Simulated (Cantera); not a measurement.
Feed: 1 mol FeCl3, 30 mol N2, held at 0.200 bar.

Equilibrium computed with Cantera from the NASA thermochemical tables; the gas is ideal and each condensed phase is pure. Candidate condensed phases: Fe, FeCl2, FeCl3; 10 gas species. The numbers say what is thermodynamically allowed, not how fast it happens.

Task: At 1525 K, list the 5 most abundant gas species with their mole fractions, and the condensed phases.

Result: N2 0.948, FeCl2 0.0284, Cl 0.0134, Cl2 0.00751, FeCl3 0.00321. Condensed: gas only.
